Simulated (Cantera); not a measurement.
Charge: 1 mol Si2Cl6, 4.8 mol NH3, 2 mol N2, equilibrated at 1425 °C and 45.8 Torr.

Cantera equilibrium calculation (NASA polynomials, part measured and part estimated; ideal gas, pure solids and liquids). Candidate condensed phases: NH4Cl, Si, Si3N4; 28 gas species. The feed counts by its element totals alone. The tables' values for SiCl3, SiCl are old estimates; treat these amounts as uncertain. Rates play no part.

Task: What is the equilibrium state?

Result: 
```json
{
 "x(H2)": "0.398",
 "x(N2)": "0.282",
 "x(HCl)": "0.223",
 "x(SiCl2)": "0.0889",
 "x(SiCl3)": "0.00633",
 "x(SiCl4)": "0.000890",
 "x(H)": "0.000369",
 "x(SiHCl3)": "0.000305",
 "x(Cl)": "0.000161",
 "n(Si3N4(s))": "0.213 mol",
 "gas_amount": "14.12 mol",
 "log10 activity of Si(l) (absent)": "-0.71"
}
```
